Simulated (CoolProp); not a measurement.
The fluid at 381.78 K and 1.51 MPa is throttled through a valve to 0.61 MPa with no heat exchange. The same conditions are run with several fluids, on thermodynamics alone (safety and materials aside).

Values from CoolProp's reference Helmholtz-energy equation of state of each fluid (chlorine: Thol 2021; propylene: Lemmon 2013; R124: de Vries 1995; fluoroethane (R161): Wu 2012; R404A: Lemmon 2003). Blends and air are pseudo-pure fits.

Rank chlorine, propylene, R124, fluoroethane (R161), R404A by temperature change (K), highest first.

R404A (-7.7), propylene (-8.4), fluoroethane (R161) (-9.6), R124 (-11.4), chlorine (-15.4)

```tsv
fluid	final density (kg/m³)
chlorine	14.8
propylene	8.65
R124	29.3
fluoroethane (R161)	9.93
R404A	20.1
```
